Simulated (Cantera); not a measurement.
Cantera run:

```python
import numpy as np
import cantera as ct

gas_names = """
    H HO2 H2 H2O H2O2 Hg O OH O2 O3
""".split()
cond_names = """
    H2O(s) H2O(L) Hg(cr) Hg(L) HgO(s)
""".split()


# ... load() reads the species with a 1 bar reference pressure and builds the phases ...
atoms = {
    'HgO': {'Hg': 1, 'O': 1},
    'H2': {'H': 2},
}
top_T = {}  # K; cautious upper limits of use, not melting points


# ... equilibrate(T, P, feed) seeds the gas with the atoms and calls Mixture.equilibrate('TP', solver="vcs", rtol=1e-11, max_steps=5000) ...
results = []
T = 1575  # K
P = 10000  # Pa
for m in [0.21, 0.3, 0.43, 0.62, 0.89, 1.3, 1.8, 2.7, 3.8, 5.5]:
    feed = {'HgO': 1, 'H2': m}  # mol
    mix = equilibrate(T, P, feed)
    results.append((T, P, feed, dict(zip(mix.species_names, mix.species_moles))))

top = {s: max(r[3][s] / sum(r[3][g] for g in gas_names) for r in results) for s in gas_names}
cols = sorted((s for s in top if top[s] > 1e-06), key=lambda s: -top[s])[:5]
seen = [c for c in cond_names if any(r[3].get(c, 0) > 1e-12 for r in results)]
print("log10 of partial pressures in bar; condensed amounts in mol")
print(f"{'n(H2)':>10s}" + "".join(f"{s[:9]:>10s}" for s in cols + seen))
for T, P, feed, n in results:
    ng = sum(n[g] for g in gas_names)
    print(f"{feed['H2']:10.4g}" + "".join(f"{np.log10(max(n[s] / ng * P / 1e5, 1e-99)):10.3f}" for s in cols)
          + "".join(f"{n.get(c, 0):10.4g}" for c in seen))
```

Result:

```
log10 of partial pressures in bar; condensed amounts in mol
     n(H2)        H2        Hg       H2O        O2        OH
      0.21    -6.387    -1.206    -1.884    -1.609    -4.511
       0.3    -6.212    -1.218    -1.741    -1.674    -4.456
      0.43    -6.019    -1.234    -1.601    -1.780    -4.413
      0.62    -5.784    -1.258    -1.466    -1.979    -4.395
      0.89    -5.373    -1.289    -1.340    -2.550    -4.474
       1.3    -1.885    -1.362    -1.362    -9.570    -6.241
       1.8    -1.544    -1.447    -1.447   -10.422    -6.496
       2.7    -1.338    -1.568    -1.568   -11.077    -6.720
       3.8    -1.234    -1.681    -1.681   -11.510    -6.885
       5.5    -1.160    -1.813    -1.813   -11.922    -7.054
```

Method: chemical equilibrium by Gibbs-energy minimisation in Cantera with the NASA 1993 tables (ideal gas, pure condensed phases).
